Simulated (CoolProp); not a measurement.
Vapour-liquid equilibrium of R124 (1) + R142b (2) at 16.4 bar; x and y are mole fractions of (1).

Computed with CoolProp (multi-fluid Helmholtz-energy mixture model, de Vries 1995 and Lemmon 2006; pair parameters Bell 2016).

Problem. Give the bubble temperature and the first vapour's composition at x = 0.2, 0.5, 0.95. Is there an azeotrope?

Solution. x = 0.2: 360.3 K, y = 0.211; x = 0.5: 358.7 K, y = 0.519; x = 0.95: 355.4 K, y = 0.956. No azeotrope shows between x = 0.05 and 0.95.

The pair parameters rest on a limited set of measurements; away from them the model extrapolates.
